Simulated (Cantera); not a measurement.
A perfectly stirred reactor is fed with NH3 : H2 = 1 : 0.49 (molar parts), at 0.133 bar; it is held at 1925 K, and followed from long to short residence time.

Detailed kinetics in Cantera: the gas-phase N/H chemistry of the illustrative SiF4/NH3 mechanism in the Surface Chemkin manual (1991). Walls and surfaces, which speed up NH3 decomposition in real reactors, are not modelled.

Task: What does this change do: temperature 1925 to 1575 K?

Result: 
```json
[
 {"quantity": "x(NH3) at τ = 3.80 s", "before": "0.0734", "after": "0.614"},
 {"quantity": "x(H2) at τ = 3.80 s", "before": "0.747", "after": "0.369"},
 {"quantity": "x(NH2) at τ = 3.80 s", "before": "0.000161", "after": "7.72e-5"},
 {"quantity": "x(N) at τ = 3.80 s", "before": "4.71e-7", "after": "8.83e-9"},
 {"quantity": "x(N2) at τ = 3.80 s", "before": "0.179", "after": "0.0170"},
 {"quantity": "x(NH3) at τ = 0.160 s", "before": "0.487", "after": "0.669"},
 {"quantity": "x(H2) at τ = 0.160 s", "before": "0.457", "after": "0.331"},
 {"quantity": "x(NH2) at τ = 0.160 s", "before": "0.000564", "after": "7.85e-5"},
 {"quantity": "x(N) at τ = 0.160 s", "before": "3.95e-7", "after": "7.72e-9"},
 {"quantity": "x(N2) at τ = 0.160 s", "before": "0.0548", "after": "0.000724"}
]
```

Task: What does this change do: temperature 1925 to 2300 K?

Result: 
```csv
quantity,before,after
x(NH3) at τ = 3.80 s,0.0734,0.000359
x(H2) at τ = 3.80 s,0.747,0.781
x(NH2) at τ = 3.80 s,0.000161,2.87e-5
x(N) at τ = 3.80 s,4.71e-7,1.86e-5
x(N2) at τ = 3.80 s,0.179,0.199
x(NH3) at τ = 0.160 s,0.487,0.0425
x(H2) at τ = 0.160 s,0.457,0.766
x(NH2) at τ = 0.160 s,0.000564,0.000532
x(N) at τ = 0.160 s,3.95e-7,8.00e-6
x(N2) at τ = 0.160 s,0.0548,0.188
```
